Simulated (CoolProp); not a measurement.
Properties of R1234ze(E) along the isobar 22.4 bar (Tc = 382.5 K, pc = 36.35 bar, ω = 0.313).

Model: reference Helmholtz-energy equation of state, Thol 2016, in CoolProp.

```
T (K)   phase           Z  cv (kJ/(kg K))  speed of sound (m/s)  isothermal compressibility (1/MPa)
-----  ------  ----------  --------------  --------------------  ----------------------------------
335.8  liquid     0.08873          0.9599                 379.8                             0.01083
342.8  liquid  (withheld)          0.9699            (withheld)                             0.01413
349.8  liquid     0.09159          0.9818                 303.1                             0.01965
356.8  liquid     0.09436          0.9974                 257.9                             0.03062
363.9     gas      0.6553           1.010                 119.1                              0.8187
370.9     gas      0.6927      (withheld)                 126.1                          (withheld)
377.9     gas      0.7226      (withheld)                 131.9                              0.6733
384.9     gas      0.7474           1.001                 137.0                              0.6360
391.9     gas      0.7686      (withheld)                 141.5                              0.6087
398.9     gas      0.7870           1.006                 145.6                              0.5877
406       gas      0.8034           1.011                 149.4                          (withheld)
413       gas      0.8178           1.016                 152.8                              0.5573
420       gas      0.8306           1.021                 156.1                              0.5460
```

Problem. Fill in the missing entries.

Solution. 
- 342.8, Z: 0.08985
- 342.8, speed of sound (m/s): 343.0
- 370.9, cv (kJ/(kg K)): 1.002
- 370.9, isothermal compressibility (1/MPa): 0.7279
- 377.9, cv (kJ/(kg K)): 1.0000
- 391.9, cv (kJ/(kg K)): 1.003
- 406, isothermal compressibility (1/MPa): 0.5709
